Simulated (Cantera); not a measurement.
Input (Python, Cantera) and output of one run.

```python
import numpy as np
import cantera as ct

gas_names = """
    CL CL2 H HCL H2 Si SiCL SiCL2 SiCL3 SiCL4 SiH SiHCL3 SiH2 SiH2CL2 SiH3 SiH3CL SiH4 Si2 Si3
""".split()
cond_names = """
    Si(cr) Si(L)
""".split()


# ... load() reads the species with a 1 bar reference pressure and builds the phases ...
atoms = {
    'SiCl4': {'Si': 1, 'CL': 4},
    'H2': {'H': 2},
}
top_T = {}  # K; cautious upper limits of use, not melting points


# ... equilibrate(T, P, feed) seeds the gas with the atoms and calls Mixture.equilibrate('TP', solver="vcs", rtol=1e-11, max_steps=5000) ...
results = []
feed = {'SiCl4': 1, 'H2': 9}  # mol
P = 10000  # Pa
for T in [950, 1000, 1050, 1100, 1150, 1200, 1250, 1300, 1350, 1400]:
    mix = equilibrate(T, P, feed)
    results.append((T, P, feed, dict(zip(mix.species_names, mix.species_moles))))

top = {s: max(r[3][s] / sum(r[3][g] for g in gas_names) for r in results) for s in gas_names}
cols = sorted((s for s in top if top[s] > 1e-06), key=lambda s: -top[s])[:7]
seen = [c for c in cond_names if any(r[3].get(c, 0) > 1e-12 for r in results)]
print("log10 of partial pressures in bar; condensed amounts in mol")
print(f"{'T/K':>10s}" + "".join(f"{s[:9]:>10s}" for s in cols + seen))
for T, P, feed, n in results:
    ng = sum(n[g] for g in gas_names)
    print(f"{T:10.4g}" + "".join(f"{np.log10(max(n[s] / ng * P / 1e5, 1e-99)):10.3f}" for s in cols)
          + "".join(f"{n.get(c, 0):10.4g}" for c in seen))
```

Output:

```
log10 of partial pressures in bar; condensed amounts in mol
       T/K        H2       HCL     SiCL4     SiCL2    SiHCL3     SiCL3   SiH2CL2    Si(cr)
       950    -1.055    -2.723    -2.089    -4.958    -2.759    -4.285    -4.423         0
      1000    -1.057    -2.628    -2.111    -4.351    -2.693    -3.923    -4.241         0
      1050    -1.060    -2.532    -2.139    -3.831    -2.650    -3.614    -4.105         0
      1100    -1.064    -2.408    -2.170    -3.443    -2.657    -3.378    -4.066  0.009907
      1150    -1.070    -2.276    -2.211    -3.140    -2.697    -3.195    -4.084   0.02606
      1200    -1.077    -2.163    -2.271    -2.875    -2.751    -3.044    -4.115   0.03518
      1250    -1.086    -2.067    -2.358    -2.647    -2.826    -2.930    -4.160   0.03248
      1300    -1.095    -1.990    -2.480    -2.459    -2.927    -2.856    -4.224   0.01524
      1350    -1.105    -1.923    -2.638    -2.323    -3.062    -2.829    -4.322         0
      1400    -1.114    -1.863    -2.827    -2.236    -3.228    -2.846    -4.452         0
```

Method: chemical equilibrium by Gibbs-energy minimisation in Cantera with the NASA 1993 tables (ideal gas, pure condensed phases). The tables' values for SiCl3 are old estimates; treat these amounts as uncertain.
